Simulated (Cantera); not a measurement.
**Thermodynamics of abatement and gas-phase synthesis, feed CO2 + SO2 + N2**

Feed: 1 mol CO2, 0.064 mol SO2, 1.1 mol N2, at 3250 K and 0.190 bar.

Method: chemical equilibrium by Gibbs-energy minimisation in Cantera with the NASA 1993 tables (ideal gas, pure condensed phases). Candidate condensed phases: C, S; 35 gas species. Equilibrium is a limit: real reactors are often held back by kinetics, nucleation or transport.

```yaml
x(N2): 0.374
x(CO): 0.306
x(O): 0.154
x(O2): 0.0718
x(CO2): 0.0465
x(NO): 0.0255
x(SO): 0.0112
x(SO2): 0.00829
x(S): 0.00297
gas_amount: 2.841 mol
log10 activity of S(l) (absent): -4.86
log10 activity of C(graphite) (absent): -6.54
```
